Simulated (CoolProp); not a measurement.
A Linde-Hampson liquefier for methane: isothermal reversible compression at 300 K from 1 atm to 5 MPa, throttling to 1 atm, return gas leaving the recuperator 2 K below the feed. Each further row changes one setting.

Model: reference Helmholtz-energy equation of state, Setzmann 1991, in CoolProp.

```json
[
 {"case": "as stated", "liquid yield per pass": "(withheld)", "compression work (kJ/kg of gas)": "594"},
 {"case": "high pressure 10 MPa", "liquid yield per pass": "(withheld)", "compression work (kJ/kg of gas)": "(withheld)"},
 {"case": "warm-end temperature 330 K", "liquid yield per pass": "0.036", "compression work (kJ/kg of gas)": "657"},
 {"case": "warm-end gap 7 K", "liquid yield per pass": "(withheld)", "compression work (kJ/kg of gas)": "594"}
]
```

### Question
What belongs in the gaps?

### Answer

- as stated, liquid yield per pass: 0.049
- high pressure 10 MPa, liquid yield per pass: 0.104
- high pressure 10 MPa, compression work (kJ/kg of gas): 689
- warm-end gap 7 K, liquid yield per pass: 0.037
